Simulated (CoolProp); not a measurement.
Computed with CoolProp (reference Helmholtz-energy equation of state, Guder 2009).

**Question.** Give the vapour pressure (MPa), vapour density (kg/m³), vapour viscosity (µPa s), liquid conductivity (mW/(m K)) of saturated sulfur hexafluoride at 250.4, 254.5, 283.7 K.

**Answer.** 
```
T (K)  p (MPa)  vapour density (kg/m³)  vapour viscosity (µPa s)  liquid conductivity (mW/(m K))
-----  -------  ----------------------  ------------------------  ------------------------------
250.4    0.630                    51.5                      13.4                            68.9
254.5    0.720                    58.9                      13.7                            67.7
283.7     1.66                     144                      15.9                            58.1
```

Viscosity comes from a separate model (Quiñones-Cisneros 2012). Thermal conductivity comes from a separate model (Assael 2012).
